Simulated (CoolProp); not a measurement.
Vapour pressure (MPa) of R11: the reference equation beside estimates from Tc = 471.1 K, pc = 4.408 MPa, ω = 0.189.

Values from CoolProp's reference Helmholtz-energy equation of state, Jacobsen 1992.

```
T (K)  reference  Lee-Kesler  Redlich-Kwong  Soave-Redlich-Kwong  Peng-Robinson
-----  ---------  ----------  -------------  -------------------  -------------
277.5    0.04829     0.04740        0.07416              0.04774        0.04895
289.9    0.07865     0.07763         0.1171              0.07795        0.07921
302.2     0.1220      0.1210         0.1761               0.1212         0.1223
314.5     0.1819      0.1812         0.2549               0.1813         0.1818
326.8     0.2624      0.2622         0.3568               0.2621         0.2616
339.1     0.3675      0.3681         0.4855               0.3680         0.3660
351.5     0.5028      0.5042         0.6458               0.5047         0.5005
363.8     0.6707      0.6729         0.8384               0.6749         0.6679
376.1     0.8772      0.8797          1.068               0.8843         0.8741
388.4      1.127       1.129          1.338                1.138          1.124
```

Absolute difference from the reference over all 10 rows, mean and median: Lee-Kesler 0.6 and 0.3 %, Redlich-Kwong 34.9 and 34.0 %, Soave-Redlich-Kwong 0.6 and 0.6 %, Peng-Robinson 0.5 and 0.4 %.
